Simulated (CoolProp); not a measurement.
The numbers come from the reference Helmholtz-energy equation of state, Lemmon 2006 in CoolProp. It is a short technical equation, of lower accuracy than the large ones.

For carbonyl sulfide, give the phase and the cp (kJ/(kg K)), cv (kJ/(kg K)), speed of sound (m/s), expansivity (1/kK) at 495.8 K and 1.62 MPa.


- 495.8 K and 1.62 MPa: gas; cp 0.846, cv 0.681, speed of sound 281, expansivity 2.28
